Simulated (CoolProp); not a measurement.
Hydrogen chloride along the isotherm 166.3 K: fugacity coefficient from the reference equation and from simpler models built on Tc = 324.7 K, pc = 8.314 MPa, ω = 0.130; each cubic takes its own stable root.

Values from CoolProp's reference Helmholtz-energy equation of state, Thol 2018.

```csv
p (MPa),phase,reference
0.462,liquid,0.05272
0.924,liquid,0.02662
1.39,liquid,0.01787
1.85,liquid,0.01356
2.31,liquid,0.01097
2.77,liquid,0.009236
3.23,liquid,0.007998
3.69,liquid,0.007070
4.16,liquid,0.006334
```

**Question.** How far does each simpler model (van der Waals, Redlich-Kwong, Soave-Redlich-Kwong) lie from the reference over these 9 states: mean and median of the absolute difference, and the worst?

**Answer.** 
- van der Waals: mean 1002.0 %, median 1001.2 %, worst +1032.1 % at 166.3 K and 4.16 MPa
- Redlich-Kwong: mean 8.0 %, median 8.0 %, worst +8.6 % at 166.3 K and 4.16 MPa
- Soave-Redlich-Kwong: mean 8.1 %, median 8.1 %, worst -8.6 % at 166.3 K and 0.462 MPa
